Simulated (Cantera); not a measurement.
Thermodynamics of aluminium nitride and oxide growth, feed Al(CH3)3 + NH3 + H2

Charge: 1 mol Al(CH3)3, 12 mol NH3, 380 mol H2.

Equilibrium computed with Cantera from the NASA thermochemical tables; the gas is ideal and each condensed phase is pure. Candidate condensed phases: Al, AlN, C, C6H6, C7H8, C8H18; 97 gas species. The feed counts by its element totals alone. Kinetics and transport are ignored.

### Question
Map the stable condensed phases over T = 898, 948, 998, 1048, 1098, 1148, 1198, 1248, 1298, 1348, 1398, 1448, 1498 K and P in Pa = 10, 37, 140, 520, 1900, 7200, 27000, 100000.

### Answer
```
T in K \ P in Pa
             10     37    140    520   1900   7200  27000 100000
   1498       A      A      A      A      A      A      A      A
   1448       A      A      A      A      A      A      A      A
   1398       A      A      A      A      A      A      A      A
   1348       A      A      A      A      A      A      A      A
   1298       A      A      A      A      A      A      A      B
   1248       A      A      A      A      A      A      A      B
   1198       A      A      A      A      A      A      A      B
   1148       A      A      A      A      A      A      A      B
   1098       A      A      A      A      A      A      B      B
   1048       A      A      A      A      A      A      B      B
    998       A      A      A      A      A      A      B      B
    948       A      A      A      A      A      B      B      B
    898       A      A      A      A      A      B      B      B
```
A: AlN + C; B: AlN.
